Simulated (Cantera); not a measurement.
Input (Python, Cantera):

```python
import numpy as np
import cantera as ct

gas = ct.Solution("gri30.yaml")
gas.TPX = 1198, 170000, {'CO': 0.021, 'O2': 0.0031, 'H2O': 0.00044, 'N2': 1}
reactor = ct.IdealGasConstPressureReactor(gas, energy="off", clone=False)
net = ct.ReactorNet([reactor])
net.rtol, net.atol = 1e-08, 1e-18
show = ['CO', 'O2', 'H2O', 'H2', 'NO', 'OH', 'N2O']
times = np.geomspace(2e-05, 90, 12)

steps = ct.SolutionArray(gas, extra=["t"])
rows = []
print(f"{'t/s':>10s}{'T/K':>9s}{'P/Pa':>11s}" + "".join(f"{s:>11s}" for s in show))
for t in times:
    while net.time < t:
        t_next = net.step()
        steps.append(gas.state, t=t_next)
    rows.append([np.interp(t, steps.t, y) for y in (steps.T, steps.P, *steps(*show).X.T)])
    print(f"{t:10.3e}{rows[-1][0]:9.1f}{rows[-1][1]:11.4g}" + "".join(f"{x:11.3e}" for x in rows[-1][2:]))
rate = np.gradient(steps.T, steps.t)
print("integrator steps:", len(steps.t))
if steps.T.max() > steps.T[0] + 200:
    print(f"time of steepest temperature rise: {steps.t[rate.argmax()]:.4e} s")
gas.TPX = 1198, 170000, {'CO': 0.021, 'O2': 0.0031, 'H2O': 0.00044, 'N2': 1}
gas.equilibrate("TP")
print(f"equilibrium (TP): T = {gas.T:.1f} K  " + "  ".join(f"{s} {gas[s].X[0]:.3e}" for s in show))
```

Output:

```
       t/s      T/K       P/Pa         CO         O2        H2O         H2         NO         OH        N2O
 2.000e-05   1198.0    1.7e+05  2.050e-02  3.026e-03  4.295e-04  7.937e-17  3.616e-20  1.495e-13  1.211e-15
 8.051e-05   1198.0    1.7e+05  2.050e-02  3.026e-03  4.295e-04  8.739e-15  7.370e-19  1.051e-12  1.915e-14
 3.241e-04   1198.0    1.7e+05  2.050e-02  3.026e-03  4.295e-04  5.815e-13  1.359e-17  7.333e-12  2.933e-13
 1.305e-03   1198.0    1.7e+05  2.050e-02  3.026e-03  4.295e-04  2.743e-11  2.146e-16  6.411e-11  4.311e-12
 5.253e-03   1198.0    1.7e+05  2.050e-02  3.026e-03  4.294e-04  2.219e-09  9.565e-15  1.739e-09  1.379e-10
 2.115e-02   1198.0    1.7e+05  1.866e-02  2.047e-03  3.779e-04  2.050e-05  6.638e-08  4.951e-06  4.815e-07
 8.512e-02   1198.0    1.7e+05  1.424e-02  4.968e-09  1.825e-04  2.393e-04  8.124e-07  8.748e-08  1.602e-09
 3.427e-01   1198.0    1.7e+05  1.423e-02  8.706e-11  1.720e-04  2.573e-04  6.708e-07  1.319e-08  7.690e-09
 1.380e+00   1198.0    1.7e+05  1.423e-02  4.632e-12  1.685e-04  2.619e-04  4.409e-07  2.308e-09  1.112e-08
 5.554e+00   1198.0    1.7e+05  1.423e-02  4.853e-13  1.668e-04  2.636e-04  2.609e-07  4.344e-10  3.356e-09
 2.236e+01   1198.0    1.7e+05  1.422e-02  7.569e-14  1.659e-04  2.644e-04  1.693e-07  6.633e-11  2.410e-10
 9.000e+01   1198.0    1.7e+05  1.422e-02  2.601e-14  1.656e-04  2.647e-04  1.369e-07  5.655e-12  1.324e-11
integrator steps: 2460
equilibrium (TP): T = 1198.0 K  CO 1.422e-02  O2 3.279e-17  H2O 1.630e-04  H2 2.678e-04  NO 2.697e-12  OH 1.155e-11  N2O 2.749e-16
```

Model: GRI-Mech 3.0 (53 species, 325 reactions), integrated in Cantera.
